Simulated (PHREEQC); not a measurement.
# Acid rinse or clean

Make-up at 25 °C: 0.014 mol/kgw HCl, 0.01 mol/kgw CaCl2 and 0.00094 mol/kgw KCl. Closed to the air; pH follows from the charge balance.

All values are PHREEQC results (Pitzer model, pitzer.dat), not measurements.

No solid was allowed to form.

Question: What pH, specific conductance does the model give?

Answer: pH 1.93; specific conductance 7590 µS/cm.

Complexes and solids missing from the database can't appear.
